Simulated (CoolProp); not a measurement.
Saturation properties of isopentane.

Model: reference Helmholtz-energy equation of state, Lemmon 2006, in CoolProp. It is a short technical equation, of lower accuracy than the large ones.

```
T (°C)  p (MPa)  liquid density (kg/m³)  enthalpy of vaporisation (kJ/kg)  surface tension (mN/m)  liquid conductivity (mW/(m K))
------  -------  ----------------------  --------------------------------  ----------------------  ------------------------------
25.05   0.09196                   614.9                             345.4                    14.4                             102
33.25    0.1218                   606.5                             339.1                    13.6                            99.2
41.45    0.1586                   597.8                             332.4                    12.7                            96.8
49.75    0.2040                   588.9                             325.5                    11.8                            94.3
57.95    0.2581                   579.8                             318.3                    11.0                            91.9
66.15    0.3223                   570.4                             310.7                    10.1                            89.5
74.45    0.3990                   560.6                             302.7                    9.31                            87.0
82.65    0.4875                   550.6                             294.3                    8.50                            84.6
90.85    0.5899                   540.1                             285.4                    7.70                            82.1
99.15    0.7090                   529.1                             275.8                    6.90                            79.6
107.35   0.8433                   517.6                             265.7                    6.13                            77.1
```

It boils at 27.8 °C under 1 atm.

Thermal conductivity comes from a separate model (Vassiliou 2015). Surface tension comes from a separate correlation (Mulero 2012).
